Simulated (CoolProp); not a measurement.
A closed Brayton cycle with nitrogen: compressor inlet 320.15 K and 4.5 MPa, high pressure 14.9 MPa, turbine inlet 915 K, compressor efficiency 0.8, turbine efficiency 0.93, recuperator effectiveness 0.9 (on enthalpy, no pinch check). Each further row changes one setting.

Computed with CoolProp (reference Helmholtz-energy equation of state, Span 2000).

```json
[
 {"case": "as stated", "thermal efficiency (%)": "31.8", "net work (kJ/kg)": "93.0", "compressor to turbine work": "0.65", "compressor exit (K)": "484.6", "turbine exit (K)": "683.3"},
 {"case": "turbine inlet 865 K", "thermal efficiency (%)": "…", "net work (kJ/kg)": "…", "compressor to turbine work": "0.69", "compressor exit (K)": "484.6", "turbine exit (K)": "…"},
 {"case": "compressor inlet 330.15 K", "thermal efficiency (%)": "…", "net work (kJ/kg)": "87.3", "compressor to turbine work": "0.67", "compressor exit (K)": "499.6", "turbine exit (K)": "683.3"},
 {"case": "high pressure 12.7 MPa", "thermal efficiency (%)": "…", "net work (kJ/kg)": "89.0", "compressor to turbine work": "0.62", "compressor exit (K)": "459.3", "turbine exit (K)": "710.7"},
 {"case": "recuperator effectiveness 0.5", "thermal efficiency (%)": "24.5", "net work (kJ/kg)": "93.0", "compressor to turbine work": "0.65", "compressor exit (K)": "484.6", "turbine exit (K)": "683.3"}
]
```

Q: What belongs in the gaps?

A: 
- turbine inlet 865 K, thermal efficiency (%): 28.6
- turbine inlet 865 K, net work (kJ/kg): 78.2
- turbine inlet 865 K, turbine exit (K): 644.0
- compressor inlet 330.15 K, thermal efficiency (%): 30.1
- high pressure 12.7 MPa, thermal efficiency (%): 33.3
